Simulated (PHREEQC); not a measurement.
**Alkaline etch or developer (model solution)**

Dissolve 0.035 mol/kgw NH3, 8.5e-05 mol/kgw H4SiO4 and 0.0089 mol/kgw Na2CO3 at 25 °C. Closed to the air; pH follows from the charge balance.

The numbers come from PHREEQC with the ion-association model, wateq4f.dat.

Each row changes one thing in this solution. No solid was allowed to form.

```json
[
 {"case": "as made", "pH": "11.06", "ionic strength (mol/kgw)": "0.0241", "Na+ (mol/kgw)": "0.0166", "CO3-2 (mol/kgw)": "0.00688", "NaCO3- (mol/kgw)": "0.00120", "HCO3- (mol/kgw)": "0.000824", "SI of Quartz (SiO2)": "-1.41"},
 {"case": "diluted 5-fold with water", "pH": "10.75", "ionic strength (mol/kgw)": "0.00504", "Na+ (mol/kgw)": "0.00350", "CO3-2 (mol/kgw)": "0.00132", "NaCO3- (mol/kgw)": "6.37e-5", "HCO3- (mol/kgw)": "0.000398", "SI of Quartz (SiO2)": "-1.79"},
 {"case": "diluted 2-fold with water", "pH": "10.94", "ionic strength (mol/kgw)": "0.0124", "Na+ (mol/kgw)": "0.00854", "CO3-2 (mol/kgw)": "0.00347", "NaCO3- (mol/kgw)": "0.000356", "HCO3- (mol/kgw)": "0.000618", "SI of Quartz (SiO2)": "-1.58"},
 {"case": "0.00061 mol/kgw Na2SeO3 added", "pH": "11.06", "ionic strength (mol/kgw)": "0.0258", "Na+ (mol/kgw)": "0.0178", "CO3-2 (mol/kgw)": "0.00683", "NaCO3- (mol/kgw)": "0.00125", "HCO3- (mol/kgw)": "0.000814", "SI of Quartz (SiO2)": "-1.41"},
 {"case": "H4SiO4 replaced by K2SiO3 at the same molality", "pH": "11.09", "ionic strength (mol/kgw)": "0.0243", "Na+ (mol/kgw)": "0.0166", "CO3-2 (mol/kgw)": "0.00692", "NaCO3- (mol/kgw)": "0.00120", "HCO3- (mol/kgw)": "0.000778", "SI of Quartz (SiO2)": "-1.44"},
 {"case": "H4SiO4 from 8.5e-05 to 4.25e-05 mol/kgw", "pH": "11.07", "ionic strength (mol/kgw)": "0.0241", "Na+ (mol/kgw)": "0.0166", "CO3-2 (mol/kgw)": "0.00688", "NaCO3- (mol/kgw)": "0.00120", "HCO3- (mol/kgw)": "0.000813", "SI of Quartz (SiO2)": "-1.72"}
]
```
